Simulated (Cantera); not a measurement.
Charge: 1 mol B₂H₆, 1.2 mol H₂, 2.2 mol NH₃, equilibrated at 15.0 Torr.

These are equilibrium values from Cantera (NASA tables, ideal gas, pure condensed phases), not measurements of a reactor. Candidate condensed phases: B, BN; 15 gas species. The feed counts by its element totals alone. Mutual solubility and eutectic melting of coexisting phases are not modelled. The numbers say what is thermodynamically allowed, not how fast it happens.

### Question
Which condensed phases are stable at each of these points (T (K)): 1950, 2000, 2050, 2100, 2150, 2200, 2250?

### Answer
```json
[
 {"T (K)": "1950", "condensed phases": "BN(s)", "B condensed (%)": "99.9"},
 {"T (K)": "2000", "condensed phases": "BN(s)", "B condensed (%)": "99.9"},
 {"T (K)": "2050", "condensed phases": "BN(s)", "B condensed (%)": "99.8"},
 {"T (K)": "2100", "condensed phases": "B(s) + BN(s)", "B condensed (%)": "99.7"},
 {"T (K)": "2150", "condensed phases": "B(s) + BN(s)", "B condensed (%)": "99.6"},
 {"T (K)": "2200", "condensed phases": "B(s) + BN(s)", "B condensed (%)": "99.4"},
 {"T (K)": "2250", "condensed phases": "B(s)", "B condensed (%)": "99.3"}
]
```

From 1950 K to 2050 K the condensed part is BN(s). From 2100 K to 2200 K the condensed part is B(s) + BN(s). At 2250 K the condensed part is B(s).
